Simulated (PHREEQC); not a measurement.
## Hard or scaling water

Dissolve 0.0036 mol CaCl2, 6e-05 mol CO2 and 0.036 mol MgSO4 per kg of water at 55 °C. Closed to the air; pH follows from the charge balance.

The numbers come from PHREEQC with the ion-association model, phreeqc.dat.

No solid was allowed to form.

Estimate the pH, specific conductance.

pH 5.43; specific conductance 6460 µS/cm.

In which forms is S present?

MgSO4 54 %, SO4-2 42 %, CaSO4 3.5 % of the S.

Species that the database lacks are ignored. Away from 25 °C the constants follow the database's enthalpies or fits; those with neither stay at their 25 °C values.
